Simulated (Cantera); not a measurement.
An isothermal, constant-pressure homogeneous reactor starts with CH₄ : N₂ = 0.25 : 11 (molar parts), at 1998 K and 1.00 bar.

Cantera simulation using GRI-Mech 3.0 (53 species, 325 reactions); the numbers are that mechanism's predictions, not measurements. GRI-Mech 3.0 stops at C3 and has no aromatics, soot or wall deposition, so with more carbon than oxygen in the feed, carbon stays in small species such as C2H2 where larger ones or solid carbon would form.

x: mole fraction; the columns are a selection and need not sum to one.

```json
[
 {"t (s)": "3.00e-6", "x CH₄": "0.0222", "x C₂H₄": "8.16e-9", "x H": "6.90e-6", "x C₂H": "<1e-12", "x CH₃": "4.71e-5", "x C₂H₆": "4.56e-9", "x C₂H₂": "2.55e-11"},
 {"t (s)": "1.70e-5", "x CH₄": "0.0219", "x C₂H₄": "2.75e-6", "x H": "7.83e-6", "x C₂H": "4.87e-12", "x CH₃": "0.000293", "x C₂H₆": "6.67e-7", "x C₂H₂": "5.86e-8"},
 {"t (s)": "9.59e-5", "x CH₄": "0.0197", "x C₂H₄": "0.000411", "x H": "3.43e-5", "x C₂H": "2.48e-8", "x CH₃": "0.00141", "x C₂H₆": "2.52e-5", "x C₂H₂": "7.77e-5"},
 {"t (s)": "0.000542", "x CH₄": "0.00646", "x C₂H₄": "0.000450", "x H": "0.000180", "x C₂H": "1.05e-6", "x CH₃": "0.000899", "x C₂H₆": "1.00e-5", "x C₂H₂": "0.00680"},
 {"t (s)": "0.00306", "x CH₄": "…", "x C₂H₄": "…", "x H": "…", "x C₂H": "…", "x CH₃": "…", "x C₂H₆": "…", "x C₂H₂": "0.0103"},
 {"t (s)": "0.0173", "x CH₄": "0.000121", "x C₂H₄": "2.51e-6", "x H": "0.000286", "x C₂H": "1.77e-6", "x CH₃": "2.11e-5", "x C₂H₆": "5.07e-9", "x C₂H₂": "0.0108"},
 {"t (s)": "0.0979", "x CH₄": "1.44e-5", "x C₂H₄": "2.37e-6", "x H": "0.000290", "x C₂H": "1.79e-6", "x CH₃": "2.54e-6", "x C₂H₆": "8.16e-11", "x C₂H₂": "0.0108"},
 {"t (s)": "0.554", "x CH₄": "4.55e-6", "x C₂H₄": "2.37e-6", "x H": "0.000291", "x C₂H": "1.80e-6", "x CH₃": "8.05e-7", "x C₂H₆": "1.56e-11", "x C₂H₂": "0.0108"},
 {"t (s)": "3.13", "x CH₄": "…", "x C₂H₄": "2.36e-6", "x H": "0.000291", "x C₂H": "1.79e-6", "x CH₃": "…", "x C₂H₆": "1.71e-11", "x C₂H₂": "0.0107"},
 {"t (s)": "17.7", "x CH₄": "6.09e-6", "x C₂H₄": "2.31e-6", "x H": "0.000291", "x C₂H": "1.75e-6", "x CH₃": "1.08e-6", "x C₂H₆": "2.11e-11", "x C₂H₂": "0.0105"},
 {"t (s)": "100", "x CH₄": "7.20e-6", "x C₂H₄": "2.12e-6", "x H": "0.000291", "x C₂H": "1.61e-6", "x CH₃": "1.27e-6", "x C₂H₆": "2.57e-11", "x C₂H₂": "0.00966"}
]
```

Task: Complete the blanks.

Result: 
- 0.00306, x CH₄: 0.000939
- 0.00306, x C₂H₄: 1.12e-5
- 0.00306, x H: 0.000260
- 0.00306, x C₂H: 1.60e-6
- 0.00306, x CH₃: 0.000152
- 0.00306, x C₂H₆: 2.69e-7
- 3.13, x CH₄: 5.01e-6
- 3.13, x CH₃: 8.86e-7
